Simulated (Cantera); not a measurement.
Charge: 1 mol trisilylamine, 2.4 mol NH3, 2.3 mol H2, at 1898.15 K and 89.0 Pa.

These are equilibrium values from Cantera (NASA tables, ideal gas, pure condensed phases), not measurements of a reactor. Candidate condensed phases: Si, Si3N4; 18 gas species. The feed counts by its element totals alone. The tables' values for SiN are old estimates; treat these amounts as uncertain. Gases not in the tables: Si2H6 and higher silanes. Rates play no part.

Q: What is the equilibrium state?

A: 
| Property | Value |
|---|---|
| x(H2) | 0.825 |
| x(N2) | 0.137 |
| x(H) | 0.0238 |
| x(Si) | 0.0138 |
| x(SiH) | 0.000327 |
| x(Si2) | 0.000111 |
| x(Si2N) | 7.44e-5 |
| x(SiN) | 5.13e-5 |
| x(SiH2) | 4.75e-5 |
| n(Si(l)) | 2.82 mol |
| gas amount | 12.42 mol |
